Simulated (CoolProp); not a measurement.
Computed with CoolProp (reference Helmholtz-energy equation of state, Akasaka 2024).

Task: For R1132(E), give the phase and the cp (kJ/(kg K)), cv (kJ/(kg K)), speed of sound (m/s) at 356.9 K and 597 kPa.

Result: 
- 356.9 K and 597 kPa: gas; cp 1.08, cv 0.922, speed of sound 224
